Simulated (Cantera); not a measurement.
A freely propagating, adiabatic, planar premixed flame of H2 : O2 : N2 = 1 : 0.505 : 1.36 (molar parts), unburnt at 375 K and 450 Torr; mixture-averaged transport, grid criteria slope 0.08 and curve 0.16, no radiation.

Model: the H2/O2 subset of GRI-Mech 3.0, which has no nitrogen chemistry, integrated in Cantera. Burning velocities carry a grid error of a few per cent, more on coarse grids.

Task: Predict: laminar burning velocity; thermal thickness; peak x(H); peak x(O); peak x(OH); peak x(H2O2).

Result: 
- laminar burning velocity = 441 cm/s
- thermal thickness = 0.694 mm
- peak x(H) = 0.0740
- peak x(O) = 0.0172
- peak x(OH) = 0.0253
- peak x(H2O2) = 7.45e-5
